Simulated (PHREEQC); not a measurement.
Consider water at 40 °C with 0.065 mol/kgw Cu(BF4)2, 0.0017 mol/kgw HCl and 0.00062 mol/kgw H3BO3. Closed to the air; pH follows from the charge balance.

All values are PHREEQC results (ion-association model, wateq4f.dat), not measurements.

The pH comes out as 2.51. The ionic strength is 0.197 mol/kgw. The total alkalinity is -392 meq/kg.

```json
[
 {"species": "BF4-", "molality": "0.121", "activity": "0.0822", "log γ": "-0.170"},
 {"species": "Cu+2", "molality": "0.0639", "activity": "0.0205", "log γ": "-0.494"},
 {"species": "HF", "molality": "0.00988", "activity": "0.0103", "log γ": "0.020"},
 {"species": "BF3OH-", "molality": "0.00580", "activity": "0.00392", "log γ": "-0.170"},
 {"species": "H+", "molality": "0.00386", "activity": "0.00307", "log γ": "-0.100"},
 {"species": "F-", "molality": "0.00242", "activity": "0.00170", "log γ": "-0.154"},
 {"species": "H3BO3", "molality": "0.00196", "activity": "0.00205", "log γ": "0.020"},
 {"species": "Cl-", "molality": "0.00153", "activity": "0.00108", "log γ": "-0.151"},
 {"species": "BF2(OH)2-", "molality": "0.00131", "activity": "0.000887", "log γ": "-0.170"}
]
```

No solid was allowed to form. At this temperature some constants are extrapolated from 25 °C, and those without enthalpy data are left unchanged. Real BF4- forms and hydrolyses slowly; the run takes it at equilibrium.
